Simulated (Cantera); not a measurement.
Input: 1 mol Fe2O3, 1.2 mol C, 19 mol N2, equilibrated at 675 °C and 0.00340 bar.

These are equilibrium values from Cantera (NASA tables, ideal gas, pure condensed phases), not measurements of a reactor. Candidate condensed phases: C, Fe, Fe(CO)5, FeO, Fe2O3, Fe3O4; 27 gas species. The tables' stoichiometric FeO is somewhat more stable than real wüstite, so its field is too wide. FeO: taken at fixed stoichiometry. The numbers say what is thermodynamically allowed, not how fast it happens.

Base state: N2 0.941, CO 0.0464, CO2 0.0130 (mole fractions); condensed: Fe(α) + FeO(s).

What changes in the equilibrium state with this change: C from 1.2 to 0.36 mol?


```tsv
species	before	after
N2	0.941	0.981
CO2	0.0130	0.0176
CO	0.0464	0.00102
Fe(α), mol	0.464	0
FeO(s), mol	1.54	1.10
Fe3O4(s), mol	0	0.300
```

What changes in the equilibrium state with this change: temperature from 675 °C to 2025 °C?


| species | before | after |
|---|---|---|
| N2 | 0.941 | 0.829 |
| Fe | <1e-9 | 0.0771 |
| CO | 0.0464 | 0.0319 |
| O2 | <1e-9 | 0.0163 |
| O | <1e-9 | 0.0107 |
| FeO | <1e-9 | 0.0104 |
| CO2 | 0.0130 | 0.0206 |
| NO | <1e-9 | 0.00446 |
| Fe(α), mol | 0.464 | 0 |
| FeO(s), mol | 1.54 | 0 |
